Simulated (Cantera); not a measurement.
# B2O3 + NF3 + H2 (oxide etching and cleaning by halides)

Input: 1 mol B2O3, 5 mol NF3, 17 mol H2, at 0.100 bar.

Method: chemical equilibrium by Gibbs-energy minimisation in Cantera with the NASA 1993 tables (ideal gas, pure condensed phases). Candidate condensed phases: B, BN, B2O3, B3O3H3, H2O; 62 gas species. The tables' values for BF2 are old estimates; treat these amounts as uncertain. Gases not in the tables: H3BO3. Rates play no part.

From 852 °C to 1502 °C nothing is condensed.

```
T (°C)  log p HF  log p H2  log p H2O  log p N2  log p BF3  log p BOF
------  --------  --------  ---------  --------  ---------  ---------
852        -1.46     -1.44      -1.94     -2.02      -2.12      -4.81
902        -1.46     -1.44      -1.94     -2.02      -2.12      -4.35
952        -1.46     -1.44      -1.94     -2.02      -2.12      -3.94
1002       -1.45     -1.44      -1.95     -2.02      -2.13      -3.57
1052       -1.45     -1.44      -1.97     -2.02      -2.15      -3.26
1102       -1.44     -1.44      -1.99     -2.02      -2.19      -3.00
1152       -1.42     -1.44      -2.02     -2.02      -2.24      -2.80
1202       -1.41     -1.45      -2.07     -2.03      -2.30      -2.64
1252       -1.40     -1.45      -2.11     -2.03      -2.38      -2.52
1302       -1.38     -1.45      -2.16     -2.03      -2.46      -2.43
1352       -1.37     -1.46      -2.21     -2.04      -2.56      -2.36
1402       -1.36     -1.46      -2.26     -2.04      -2.67      -2.31
1452       -1.36     -1.46      -2.30     -2.04      -2.79      -2.27
1502       -1.35     -1.46      -2.33     -2.04      -2.91      -2.24
```
log p: log10 of the partial pressure in bar; nothing condenses.
